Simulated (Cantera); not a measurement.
A perfectly stirred reactor is fed with NH₃ : H₂ = 1 : 13 (molar parts), at 750 Torr; it is held at 1525 K, and followed from long to short residence time.

Cantera simulation using the gas-phase N/H chemistry of the illustrative SiF4/NH3 mechanism in the Surface Chemkin manual (1991); the numbers are that mechanism's predictions, not measurements. Walls and surfaces, which speed up NH3 decomposition in real reactors, are not modelled.

Problem. What does this change do: temperature 1525 to 1825 K?

Solution. 
```json
[
 {"quantity": "x(NH₃) at τ = 23.0 s", "before": "0.0681", "after": "0.00915"},
 {"quantity": "x(H₂) at τ = 23.0 s", "before": "0.930", "after": "0.961"},
 {"quantity": "x(N₂) at τ = 23.0 s", "before": "0.00156", "after": "0.0290"},
 {"quantity": "x(NH) at τ = 23.0 s", "before": "7.91e-9", "after": "2.15e-7"},
 {"quantity": "x(N₂H₂) at τ = 23.0 s", "before": "1.16e-9", "after": "1.49e-9"},
 {"quantity": "x(NH₃) at τ = 0.210 s", "before": "0.0714", "after": "0.0580"},
 {"quantity": "x(H₂) at τ = 0.210 s", "before": "0.929", "after": "0.935"},
 {"quantity": "x(N₂) at τ = 0.210 s", "before": "1.45e-5", "after": "0.00625"},
 {"quantity": "x(NH) at τ = 0.210 s", "before": "7.72e-9", "after": "9.19e-7"},
 {"quantity": "x(N₂H₂) at τ = 0.210 s", "before": "1.18e-9", "after": "3.75e-8"}
]
```
